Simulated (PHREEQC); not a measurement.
Model water analysis in mg/L, 60 °C, pH 2.57, pe 8.2:

| constituent | mg/L |
|---|---|
| Na | 153 |
| K | 5.99 |
| Ca | 323 |
| Mg | 15.8 |
| Cl | 242 |
| S(6) as SO4 | 1060 |
| B | 0.0413 |
| O(0) (dissolved oxygen) | 8.32 |
| Al | 0.269 |
| N(5) as NO3 | 26.1 |
| Pb | 13.6 |

Valence states are taken as typed.

Equilibrium calculation in PHREEQC: ion-association model, phreeqc.dat.

The ionic strength comes out as 0.0350 mol/kgw. What activity coefficients do KSO4-, HSO4-, SO4-2, PbCl+, Mg+2 get?

KSO4- 0.84, HSO4- 0.83, SO4-2 0.49, PbCl+ 0.83, Mg+2 0.50.

This is a speciation only: nothing precipitates in the calculation. Saturation is exceeded, for instance for Anglesite; the values hold only as long as no solid forms. Species that the database lacks are ignored. Away from 25 °C the constants follow the database's enthalpies or fits; those with neither stay at their 25 °C values.
